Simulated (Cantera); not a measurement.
Cantera run:

```python
import numpy as np
import cantera as ct

gas_names = [...]  # 113 gases of nasa_gas.yaml made of C, H, O, Ti
cond_names = """
    C(gr) C6H6(L) C7H8(L) C8H18(L),n-octa H2O(s) H2O(L) Ti(a) Ti(b) Ti(L) TiC(s) TiC(L) TiO(a) TiO(b)
    TiO(L) TiO2(ru) TiO2(L) Ti2O3(a) Ti2O3(b) Ti2O3(L) Ti3O5(a) Ti3O5(b) Ti3O5(L) Ti4O7(s) Ti4O7(L)
""".split()


# ... load() reads the species with a 1 bar reference pressure and builds the phases ...
atoms = {
    'TiO2': {'Ti': 1, 'O': 2},
    'CH4': {'C': 1, 'H': 4},
    'H2': {'H': 2},
}
top_T = {'C(gr)': 4500}  # K; cautious upper limits of use, not melting points


# ... equilibrate(T, P, feed) seeds the gas with the atoms and calls Mixture.equilibrate('TP', solver="vcs", rtol=1e-11, max_steps=5000) ...
results = []
feed = {'TiO2': 1, 'CH4': 0.64, 'H2': 1.5}  # mol
T = 1448  # K
P = 10000  # Pa
mix = equilibrate(T, P, feed)
results.append((T, P, feed, dict(zip(mix.species_names, mix.species_moles))))
x = sorted(zip(gas.X, gas.species_names), reverse=True)
print(f"T = {T:g} K  P = {P:g} Pa  gas = {mix.phase_moles(0):.4g} mol")
print("   x: " + "  ".join(f"{s} {v:.3e}" for v, s in x if v > 0.001))
print("   condensed (mol): " + ("  ".join(f"{mix.phase(i).name} {mix.phase_moles(i):.4g}"
      for i in range(1, mix.n_phases) if mix.phase_moles(i) > 1e-12) or "none"))
```

Result:

```
T = 1448 K  P = 10000 Pa  gas = 3.363 mol
   x: H2 8.262e-01  CO 1.735e-01
   condensed (mol): TiC(s) 0.05608  Ti2O3(b) 0.472
```

Equilibrium computed with Cantera from the NASA thermochemical tables; the gas is ideal and each condensed phase is pure. Mutual solubility and eutectic melting of coexisting phases are not modelled. TiC: taken at fixed stoichiometry.
